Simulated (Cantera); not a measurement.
## Gas activation for diamond growth

A perfectly stirred reactor is fed with 12.9 % CH4, 86.2 % H2, 0.862 % N2, at 3000 Pa; it is held at 2575 K, and followed from long to short residence time.

Detailed kinetics in Cantera: GRI-Mech 3.0 (53 species, 325 reactions). GRI-Mech 3.0 stops at C3 and has no aromatics, soot or wall deposition, so with more carbon than oxygen in the feed, carbon stays in small species such as C2H2 where larger ones or solid carbon would form. Radical loss at walls, strong at low pressure, is not modelled.

```csv
τ (s),x CH4,x H2,x C2H2,x H,x CH3
0.73,1.98e-5,0.781,0.0510,0.159,7.00e-5
0.20,7.34e-5,0.816,0.0525,0.123,0.000192
0.057,0.000468,0.864,0.0541,0.0728,0.000686
0.016,0.00224,0.888,0.0536,0.0458,0.00202
0.0045,0.00763,0.896,0.0502,0.0332,0.00492
0.0012,0.0220,0.892,0.0409,0.0254,0.0109
0.00035,0.0488,0.878,0.0249,0.0196,0.0186
```
x: mole fraction; the columns are a selection and need not sum to one.
